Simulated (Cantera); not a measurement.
An adiabatic, constant-volume homogeneous reactor starts with CO : H₂ : O₂ : N₂ : H₂O = 1 : 1.5 : 0.781 : 8.59 : 2.7 (molar parts), equivalence ratio 1.6, at 1225 K and 6.30 bar. Integrator tolerance rtol = 1e-08.

Model: GRI-Mech 3.0 (53 species, 325 reactions), integrated in Cantera. The hydrogen kinetics of GRI-Mech 3.0 are dated; newer H2 mechanisms differ, most at raised pressure.

Task: What does this change do: constant pressure in place of constant volume?

Result: 
```tsv
quantity	before	after
time of steepest temperature rise	0.178 ms	0.187 ms
temperature at 5.00 s	2142 K	1975 K
equilibrium temperature	2142 K	1975 K
x(CO) at 5.00 s	0.0303 (gas-phase equilibrium 0.0303)	0.0289 (gas-phase equilibrium 0.0289)
x(H₂) at 5.00 s	0.0377 (gas-phase equilibrium 0.0377)	0.0391 (gas-phase equilibrium 0.0391)
x(O₂) at 5.00 s	3.01e-6 (gas-phase equilibrium 3.01e-6)	4.19e-7 (gas-phase equilibrium 4.19e-7)
x(H₂O₂) at 5.00 s	4.32e-9 (gas-phase equilibrium 4.32e-9)	7.35e-10 (gas-phase equilibrium 7.35e-10)
x(H₂O) at 5.00 s	0.267 (gas-phase equilibrium 0.267)	0.265 (gas-phase equilibrium 0.265)
```

Task: What does this change do: pressure from 6.30 bar to 13.0 bar?

Result: 
```json
[
 {"quantity": "time of steepest temperature rise", "before": "0.178 ms", "after": "0.205 ms"},
 {"quantity": "temperature at 5.00 s", "before": "2142 K", "after": "2144 K"},
 {"quantity": "equilibrium temperature", "before": "2142 K", "after": "2144 K"},
 {"quantity": "x(CO) at 5.00 s", "before": "0.0303 (gas-phase equilibrium 0.0303)", "after": "0.0303 (gas-phase equilibrium 0.0303)"},
 {"quantity": "x(H₂) at 5.00 s", "before": "0.0377 (gas-phase equilibrium 0.0377)", "after": "0.0377 (gas-phase equilibrium 0.0377)"},
 {"quantity": "x(O₂) at 5.00 s", "before": "3.01e-6 (gas-phase equilibrium 3.01e-6)", "after": "1.49e-6 (gas-phase equilibrium 1.49e-6)"},
 {"quantity": "x(H₂O₂) at 5.00 s", "before": "4.32e-9 (gas-phase equilibrium 4.32e-9)", "after": "4.37e-9 (gas-phase equilibrium 4.37e-9)"},
 {"quantity": "x(H₂O) at 5.00 s", "before": "0.267 (gas-phase equilibrium 0.267)", "after": "0.267 (gas-phase equilibrium 0.267)"}
]
```
The pressure lies above the range GRI-Mech 3.0 was tuned for (to about 10 atm).
